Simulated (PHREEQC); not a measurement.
Solution (20 °C): 0.011 mol HF, 0.00054 mol NH4F and 0.00082 mol H2SO4 per kg of water. Closed to the air; pH follows from the charge balance.

Model: ion-association model, wateq4f.dat, run in PHREEQC.

Each row changes one thing in this solution. This is a speciation only: nothing precipitates in the calculation.

```json
[
 {"case": "as made", "pH": "2.52", "ionic strength (mol/kgw)": "0.00447", "HF (mol/kgw)": "0.00869", "F- (mol/kgw)": "0.00223", "SO4-2 (mol/kgw)": "0.000671", "H2F2 (mol/kgw)": "0.000236"},
 {"case": "H2SO4 from 0.00082 to 0.00164 mol/kgw", "pH": "2.40", "ionic strength (mol/kgw)": "0.00609", "HF (mol/kgw)": "0.00909", "F- (mol/kgw)": "0.00182", "SO4-2 (mol/kgw)": "0.00128", "H2F2 (mol/kgw)": "0.000257"},
 {"case": "NH4F left out", "pH": "2.48", "ionic strength (mol/kgw)": "0.00420", "HF (mol/kgw)": "0.00844", "F- (mol/kgw)": "0.00199", "SO4-2 (mol/kgw)": "0.000663", "H2F2 (mol/kgw)": "0.000222"},
 {"case": "NH4F from 0.00054 to 0.00027 mol/kgw", "pH": "?", "ionic strength (mol/kgw)": "0.00433", "HF (mol/kgw)": "0.00857", "F- (mol/kgw)": "0.00211", "SO4-2 (mol/kgw)": "0.000667", "H2F2 (mol/kgw)": "0.000229"},
 {"case": "NH4F replaced by HBF4 at the same molality", "pH": "2.44", "ionic strength (mol/kgw)": "0.00456", "HF (mol/kgw)": "0.00862", "F- (mol/kgw)": "0.00185", "SO4-2 (mol/kgw)": "0.000651", "H2F2 (mol/kgw)": "0.000232"},
 {"case": "diluted 2-fold with water", "pH": "?", "ionic strength (mol/kgw)": "0.00272", "HF (mol/kgw)": "0.00405", "F- (mol/kgw)": "0.00157", "SO4-2 (mol/kgw)": "0.000357", "H2F2 (mol/kgw)": "5.11e-5"}
]
```

Question: What belongs in the gaps?

Answer: 
- NH4F from 0.00054 to 0.00027 mol/kgw, pH: 2.50
- diluted 2-fold with water, pH: 2.70

Species that the database lacks are ignored.
